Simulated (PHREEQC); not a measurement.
A column of 0.2 m (30 cells, dispersivity 0.01 m, 720 s a shift, diffusion coefficient 3e-10 m²/s) holds 0.0034 eq of the database's cation exchanger X per kg of pore water, first in equilibrium with 0.023 mol KBr, 0.00063 mol KCl, 0.0089 mol MnCl2 and 1e-05 mol HCl per kg of water. It is flushed with 0.0037 mol KBr, 0.0019 mol MnCl2 and 1e-05 mol HCl per kg of water, at 40 °C. Values are for the last cell. CO2 from the air is kept out. Precipitation was switched off in this run.

Base run: PHREEQC, ion-association model, phreeqc.dat. Each further column changes one thing. The table gives K in solution (mol/kgw).

```tsv
pore volumes	base	exchange capacity from 0.0034 to 0.0017 eq/kgw	dispersivity from 0.01 to 0.02 m
0	0.0236	0.0236	0.0236
0.2167	0.0236	0.0236	0.0236
0.5167	0.0233	0.0232	0.0221
0.8167	0.0180	0.0178	0.0163
1.017	0.0129	0.0125	0.0124
1.217	0.00892	0.00849	0.00938
1.517	0.00569	0.00535	0.00657
1.817	0.00441	0.00421	0.00512
2.017	0.00405	0.00393	0.00458
2.217	0.00387	0.00380	0.00425
2.517	0.00376	0.00373	0.00397
2.817	0.00372	0.00371	0.00383
3.017	0.00371	0.00370	0.00378
```

Constants without temperature data keep their 25 °C values here.
